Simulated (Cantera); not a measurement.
An isothermal, constant-pressure homogeneous reactor starts with CO : O₂ : H₂O : N₂ = 0.022 : 0.02 : 0.019 : 1 (molar parts), at 1048 K and 100.0 Torr.

Cantera simulation using GRI-Mech 3.0 (53 species, 325 reactions); the numbers are that mechanism's predictions, not measurements.

x: mole fraction; the columns are a selection and need not sum to one.

```
t (s)         x CO     x O₂   x H₂O     x CO₂       x O
--------  --------  -------  ------  --------  --------
2.00e-6     0.0207   0.0189  0.0179    <1e-12    <1e-12
6.91e-6     0.0207   0.0189  0.0179  1.11e-12  1.11e-12
2.39e-5     0.0207   0.0189  0.0179  3.84e-12  3.84e-12
8.25e-5     0.0207   0.0189  0.0179  1.33e-11  1.32e-11
0.000285    0.0207   0.0189  0.0179  4.68e-11  4.51e-11
0.000985    0.0207   0.0189  0.0179  1.80e-10  1.55e-10
0.00340     0.0207   0.0189  0.0179   1.16e-9  7.61e-10
0.0118      0.0207   0.0189  0.0179   7.59e-8       ___
0.0406      0.0163   0.0166  0.0171   0.00448       ___
0.140     0.000644  0.00891  0.0179    0.0203       ___
0.485      4.62e-5  0.00859  0.0181    0.0209       ___
1.68       3.56e-6  0.00857  0.0181    0.0209       ___
5.79       2.36e-7  0.00857  0.0181    0.0210       ___
20.0       1.36e-8  0.00857  0.0181    0.0210       ___
```

Task: Some entries are withheld; supply them.

Result: 
- 0.0118, x O: 4.08e-8
- 0.0406, x O: 0.000719
- 0.140, x O: 6.42e-5
- 0.485, x O: 3.93e-6
- 1.68, x O: 3.29e-7
- 5.79, x O: 3.43e-8
- 20.0, x O: 5.08e-9
